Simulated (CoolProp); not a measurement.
Vapour-liquid equilibrium of dimethyl ether (1) + chloromethane (R40) (2) at 352 K; x and y are mole fractions of (1).

Values from CoolProp's multi-fluid Helmholtz-energy mixture model, Wu 2011 and Thol 2014; pair parameters Bell 2016.

```json
[
 {"x": "0.05", "bubble pressure (MPa)": "2.133", "y at the bubble point": "0.046", "dew pressure at overall composition x (MPa)": "2.132", "liquid density (mol/L)": "15.41"},
 {"x": "0.2", "bubble pressure (MPa)": "2.098", "y at the bubble point": "0.190", "dew pressure at overall composition x (MPa)": "2.096", "liquid density (mol/L)": "14.87"},
 {"x": "0.35", "bubble pressure (MPa)": "2.077", "y at the bubble point": "0.344", "dew pressure at overall composition x (MPa)": "2.076", "liquid density (mol/L)": "14.35"},
 {"x": "0.5", "bubble pressure (MPa)": "2.072", "y at the bubble point": "0.502", "dew pressure at overall composition x (MPa)": "2.072", "liquid density (mol/L)": "13.83"},
 {"x": "0.65", "bubble pressure (MPa)": "2.084", "y at the bubble point": "0.660", "dew pressure at overall composition x (MPa)": "2.083", "liquid density (mol/L)": "13.31"},
 {"x": "0.8", "bubble pressure (MPa)": "2.113", "y at the bubble point": "0.812", "dew pressure at overall composition x (MPa)": "2.110", "liquid density (mol/L)": "12.81"},
 {"x": "0.95", "bubble pressure (MPa)": "2.159", "y at the bubble point": "0.955", "dew pressure at overall composition x (MPa)": "2.157", "liquid density (mol/L)": "12.30"}
]
```

y crosses x between x = 0.35 and 0.5: the model has an azeotrope there.

The pair parameters rest on a limited set of measurements; away from them the model extrapolates.
